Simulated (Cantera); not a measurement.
Input (Python, Cantera) and output of one run.

```python
import numpy as np
import cantera as ct

gas_names = """
    C CN CO CO2 C2 CCN CNC C2N2 C2O C3 C3O2 C4 C4N2 C5 N NCO NO NO2 NO3 N2 N2O O O2 O3 Si SiC SiC2 SiN
    SiO SiO2 Si2 Si2C Si2N Si3
""".split()
cond_names = """
    C(gr) Si(cr) Si(L) SiC(b) SiO2(Lqz) SiO2(hqz) SiO2(L) Si2N2O(s) Si3N4(a)
""".split()


# ... load() reads the species with a 1 bar reference pressure and builds the phases ...
atoms = {
    'SiC': {'Si': 1, 'C': 1},
    'O2': {'O': 2},
    'N2': {'N': 2},
    'CO2': {'C': 1, 'O': 2},
}
top_T = {'C(gr)': 4500, 'SiC(b)': 3050, 'Si2N2O(s)': 2100, 'Si3N4(a)': 2400}  # K; cautious upper limits of use, not melting points


# ... equilibrate(T, P, feed) seeds the gas with the atoms and calls Mixture.equilibrate('TP', solver="vcs", rtol=1e-11, max_steps=5000) ...
results = []
feed = {'SiC': 1, 'O2': 0.002, 'N2': 120, 'CO2': 0.12}  # mol
P = 270  # Pa
for T in [998, 1073, 1148, 1223, 1298, 1373, 1448, 1523, 1598, 1673, 1748, 1823, 1898]:
    mix = equilibrate(T, P, feed)
    results.append((T, P, feed, dict(zip(mix.species_names, mix.species_moles))))
    x = sorted(zip(gas.X, gas.species_names), reverse=True)
    print(f"T = {T:g} K  P = {P:g} Pa  gas = {mix.phase_moles(0):.4g} mol")
    print("   x: " + "  ".join(f"{s} {v:.3e}" for v, s in x if v > 0.0001))
    print("   condensed (mol): " + ("  ".join(f"{mix.phase(i).name} {mix.phase_moles(i):.4g}"
          for i in range(1, mix.n_phases) if mix.phase_moles(i) > 1e-12) or "none"))
```

Result:

```
T = 998 K  P = 270 Pa  gas = 119.4 mol
   x: N2 1.000e+00
   condensed (mol): C(gr) 1.12  Si2N2O(s) 0.244  Si3N4(a) 0.1707
T = 1073 K  P = 270 Pa  gas = 119.4 mol
   x: N2 1.000e+00
   condensed (mol): C(gr) 1.12  Si2N2O(s) 0.244  Si3N4(a) 0.1707
T = 1148 K  P = 270 Pa  gas = 119.4 mol
   x: N2 1.000e+00
   condensed (mol): C(gr) 1.12  Si2N2O(s) 0.2438  Si3N4(a) 0.1708
T = 1223 K  P = 270 Pa  gas = 119.4 mol
   x: N2 1.000e+00
   condensed (mol): C(gr) 1.119  Si2N2O(s) 0.2426  Si3N4(a) 0.1716
T = 1298 K  P = 270 Pa  gas = 119.8 mol
   x: N2 9.999e-01
   condensed (mol): C(gr) 0.5765  SiC(b) 0.533  Si2N2O(s) 0.2335
T = 1373 K  P = 270 Pa  gas = 120.2 mol
   x: N2 9.983e-01  CO 1.686e-03
   condensed (mol): SiC(b) 0.9174  Si2N2O(s) 0.04113
T = 1448 K  P = 270 Pa  gas = 120.2 mol
   x: N2 9.983e-01  CO 1.677e-03
   condensed (mol): SiC(b) 0.9184  Si2N2O(s) 0.03913
T = 1523 K  P = 270 Pa  gas = 120.2 mol
   x: N2 9.982e-01  CO 1.608e-03  SiO 2.336e-04
   condensed (mol): SiC(b) 0.9267  Si2N2O(s) 0.0226
T = 1598 K  P = 270 Pa  gas = 120.2 mol
   x: N2 9.980e-01  CO 1.516e-03  SiO 5.135e-04
   condensed (mol): SiC(b) 0.9377
T = 1673 K  P = 270 Pa  gas = 120.2 mol
   x: N2 9.980e-01  CO 1.524e-03  SiO 5.053e-04
   condensed (mol): SiC(b) 0.9368
T = 1748 K  P = 270 Pa  gas = 120.3 mol
   x: N2 9.979e-01  CO 1.556e-03  SiO 4.730e-04
   condensed (mol): SiC(b) 0.9328
T = 1823 K  P = 270 Pa  gas = 120.3 mol
   x: N2 9.977e-01  CO 1.654e-03  SiO 3.742e-04  Si 2.702e-04
   condensed (mol): SiC(b) 0.9206
T = 1898 K  P = 270 Pa  gas = 120.3 mol
   x: N2 9.973e-01  CO 1.840e-03  Si 6.288e-04  SiO 1.879e-04
   condensed (mol): SiC(b) 0.8969
```

Method: chemical equilibrium by Gibbs-energy minimisation in Cantera with the NASA 1993 tables (ideal gas, pure condensed phases). N2 is the only nitrogen source here; it is nearly inert below about 1500 K, so the nitride shown seldom forms there in practice. Mutual solubility and eutectic melting of coexisting phases are not modelled. The tables' values for SiN are old estimates; treat these amounts as uncertain.
